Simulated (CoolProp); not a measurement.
Vapour-liquid equilibrium of trans-2-butene (1) + acetone (2) at 0.707 MPa; x and y are mole fractions of (1).

Model: multi-fluid Helmholtz-energy mixture model, Lemmon 2005 and Lemmon 2006; pair parameters Bell 2016, in CoolProp.

### Question
Give the bubble temperature and the first vapour's composition at x = 0.05, 0.5, 0.65. Is there an azeotrope?

### Answer
x = 0.05: 116.8 °C, y = 0.216; x = 0.5: 76.0 °C, y = 0.803; x = 0.65: 71.9 °C, y = 0.851. No azeotrope shows between x = 0.05 and 0.95.

The pair parameters rest on a limited set of measurements; away from them the model extrapolates.
